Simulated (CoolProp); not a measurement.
Values from CoolProp's reference Helmholtz-energy equation of state, Lemmon 2006. It is a short technical equation, of lower accuracy than the large ones.

Problem. For n-decane, give the phase and the Z, speed of sound (m/s), isothermal compressibility (1/MPa) at 620 K and 3000 kPa.

Solution. 
- 620 K and 3000 kPa: supercritical; Z 0.218, speed of sound 176, isothermal compressibility 0.110
